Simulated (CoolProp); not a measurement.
Vapour-liquid equilibrium of R134a (1) + R236FA (2) at 192.3 K; x and y are mole fractions of (1).

Model: multi-fluid Helmholtz-energy mixture model, Tillner-Roth 1994 and Pan 2012; pair parameters Bell 2016, in CoolProp.

```json
[
 {"x": "0.05", "bubble pressure, mixture model (bar)": "___", "bubble pressure, Raoult's law (bar)": "0.007634", "y, mixture model": "0.229", "y, Raoult's law": "0.224"},
 {"x": "0.15", "bubble pressure, mixture model (bar)": "0.01052", "bubble pressure, Raoult's law (bar)": "0.01043", "y, mixture model": "___", "y, Raoult's law": "0.492"},
 {"x": "0.25", "bubble pressure, mixture model (bar)": "0.01332", "bubble pressure, Raoult's law (bar)": "0.01323", "y, mixture model": "0.647", "y, Raoult's law": "0.647"},
 {"x": "0.35", "bubble pressure, mixture model (bar)": "0.01610", "bubble pressure, Raoult's law (bar)": "0.01603", "y, mixture model": "0.746", "y, Raoult's law": "0.747"},
 {"x": "0.45", "bubble pressure, mixture model (bar)": "0.01887", "bubble pressure, Raoult's law (bar)": "0.01883", "y, mixture model": "0.816", "y, Raoult's law": "0.818"},
 {"x": "0.55", "bubble pressure, mixture model (bar)": "0.02164", "bubble pressure, Raoult's law (bar)": "0.02163", "y, mixture model": "___", "y, Raoult's law": "0.870"},
 {"x": "0.65", "bubble pressure, mixture model (bar)": "0.02442", "bubble pressure, Raoult's law (bar)": "0.02443", "y, mixture model": "0.909", "y, Raoult's law": "0.911"},
 {"x": "0.75", "bubble pressure, mixture model (bar)": "0.02721", "bubble pressure, Raoult's law (bar)": "0.02722", "y, mixture model": "0.942", "y, Raoult's law": "0.943"},
 {"x": "0.85", "bubble pressure, mixture model (bar)": "0.03001", "bubble pressure, Raoult's law (bar)": "0.03002", "y, mixture model": "___", "y, Raoult's law": "0.969"},
 {"x": "0.95", "bubble pressure, mixture model (bar)": "0.03282", "bubble pressure, Raoult's law (bar)": "0.03282", "y, mixture model": "0.990", "y, Raoult's law": "0.991"}
]
```

What belongs in the gaps?


- 0.05, bubble pressure, mixture model (bar): 0.007681
- 0.15, y, mixture model: 0.495
- 0.55, y, mixture model: 0.869
- 0.85, y, mixture model: 0.968

The largest gap from Raoult's law is +0.9 % in bubble pressure, at x = 0.15. No azeotrope shows between x = 0.05 and 0.95.

The pair parameters rest on a limited set of measurements; away from them the model extrapolates.
